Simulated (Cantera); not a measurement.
Input: 1 mol SiHCl3, 0.055 mol C3H8, 6.8 mol H2, at 1.10 mbar.

Cantera equilibrium calculation (NASA polynomials, part measured and part estimated; ideal gas, pure solids and liquids). Candidate condensed phases: C, C6H6, C7H8, C8H18, Si, SiC; 109 gas species. The tables' values for SiCl, SiCl3 are old estimates; treat these amounts as uncertain. Gases not in the tables: Si2H6 and higher silanes. Equilibrium is a limit: real reactors are often held back by kinetics, nucleation or transport.

x: gas mole fraction; n: condensed amount in mol.

```
T (K)   x H2  x HCl  x SiCl2      x H     x Si     x Cl  n SiC(s)
-----  -----  -----  -------  -------  -------  -------  --------
1798   0.746  0.151   0.0875  0.00917  0.00258  0.00142     0.165
1823   0.742  0.153   0.0858   0.0113  0.00364  0.00177     0.165
1848   0.737  0.156   0.0837   0.0137  0.00502  0.00220     0.164
1873   0.731  0.159   0.0812   0.0166  0.00675  0.00273     0.164
1898   0.724  0.162   0.0782   0.0201  0.00885  0.00339     0.164
1923   0.716  0.166   0.0746   0.0240   0.0113  0.00420     0.163
1948   0.706  0.171   0.0707      ___      ___      ___     0.162
1973   0.695  0.176   0.0663      ___      ___      ___     0.161
1998   0.683  0.181   0.0616   0.0400   0.0207  0.00788     0.159
```

**Question.** Fill in the missing entries.

**Answer.** 
- 1948, x H: 0.0286
- 1948, x Si: 0.0142
- 1948, x Cl: 0.00520
- 1973, x H: 0.0339
- 1973, x Si: 0.0173
- 1973, x Cl: 0.00641
